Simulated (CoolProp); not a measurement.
Vapour-liquid equilibrium of acetone (1) + benzene (2) at 118.05 °C; x and y are mole fractions of (1).

Model: multi-fluid Helmholtz-energy mixture model, Lemmon 2006 and Thol 2012; pair parameters Bell 2016, in CoolProp.

```tsv
x	bubble pressure, mixture model (MPa)	bubble pressure, Raoult's law (MPa)	y, mixture model	y, Raoult's law
0.05	0.3087	0.3008	0.113	0.096
0.125	0.3393	0.3227	0.246	0.224
0.2	0.3669	0.3446	0.352	0.336
0.275	0.3923	0.3665	0.440	0.434
0.35	0.4157	0.3884	0.516	0.521
0.425	0.4376	0.4103	0.584	0.599
0.5	0.4583	0.4322	0.646	0.669
0.575	0.4781	0.4541	0.704	0.732
0.65	0.4970	0.4760	0.759	0.790
0.725	0.5153	0.4979	0.812	0.842
0.8	0.5331	0.5199	0.864	0.890
0.875	0.5504	0.5418	0.915	0.934
0.95	0.5672	0.5637	0.966	0.975
```

The largest gap from Raoult's law is +7.0 % in bubble pressure, at x = 0.275. No azeotrope shows between x = 0.05 and 0.95.

Pair parameters are fitted to limited data, so mixtures are less certain than the pure fluids.
